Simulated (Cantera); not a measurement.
An adiabatic, constant-pressure homogeneous reactor starts with CH₄ : C₂H₆ : C₃H₈ : O₂ : N₂ = 1 : 0.29 : 0.034 : 1.59 : 11.8 (molar parts), equivalence ratio 2.0, at 1650 K and 22.7 atm. Integrator tolerance rtol = 1e-08.

Model: GRI-Mech 3.0 (53 species, 325 reactions), integrated in Cantera. The pressure lies above the range GRI-Mech 3.0 was tuned for (to about 10 atm).

Question: What does this change do: pressure from 22.7 atm to 1.00 atm?

Answer: 
```csv
quantity,before,after
time of steepest temperature rise,11.3 µs,0.104 ms
temperature at 7.00 s,2376 K,2354 K
equilibrium temperature,2376 K,2354 K
x(CH₄) at 7.00 s,3.63e-9 (gas-phase equilibrium 4.04e-9),7.53e-12 (gas-phase equilibrium 8.44e-12)
x(C₂H₆) at 7.00 s,<1e-12 (gas-phase equilibrium <1e-12),<1e-12 (gas-phase equilibrium <1e-12)
x(C₃H₈) at 7.00 s,<1e-12 (gas-phase equilibrium <1e-12),<1e-12 (gas-phase equilibrium <1e-12)
x(HCN) at 7.00 s,1.54e-6 (gas-phase equilibrium 1.54e-6),6.72e-8 (gas-phase equilibrium 6.72e-8)
x(CH₃) at 7.00 s,6.19e-10 (gas-phase equilibrium 6.90e-10),5.54e-12 (gas-phase equilibrium 6.21e-12)
x(N₂O) at 7.00 s,4.92e-9 (gas-phase equilibrium 4.92e-9),4.17e-9 (gas-phase equilibrium 4.17e-9)
```

Question: What does this change do: N2 11.8 to 7.8 parts?

Answer: 
```json
[
 {"quantity": "time of steepest temperature rise", "before": "11.3 µs", "after": "7.74 µs"},
 {"quantity": "temperature at 7.00 s", "before": "2376 K", "after": "2580 K"},
 {"quantity": "equilibrium temperature", "before": "2376 K", "after": "2580 K"},
 {"quantity": "x(CH₄) at 7.00 s", "before": "3.63e-9 (gas-phase equilibrium 4.04e-9)", "after": "3.43e-9 (gas-phase equilibrium 3.83e-9)"},
 {"quantity": "x(C₂H₆) at 7.00 s", "before": "<1e-12 (gas-phase equilibrium <1e-12)", "after": "<1e-12 (gas-phase equilibrium <1e-12)"},
 {"quantity": "x(C₃H₈) at 7.00 s", "before": "<1e-12 (gas-phase equilibrium <1e-12)", "after": "<1e-12 (gas-phase equilibrium <1e-12)"},
 {"quantity": "x(HCN) at 7.00 s", "before": "1.54e-6 (gas-phase equilibrium 1.54e-6)", "after": "2.12e-6 (gas-phase equilibrium 2.12e-6)"},
 {"quantity": "x(CH₃) at 7.00 s", "before": "6.19e-10 (gas-phase equilibrium 6.90e-10)", "after": "1.22e-9 (gas-phase equilibrium 1.36e-9)"},
 {"quantity": "x(N₂O) at 7.00 s", "before": "4.92e-9 (gas-phase equilibrium 4.92e-9)", "after": "1.72e-8 (gas-phase equilibrium 1.72e-8)"}
]
```
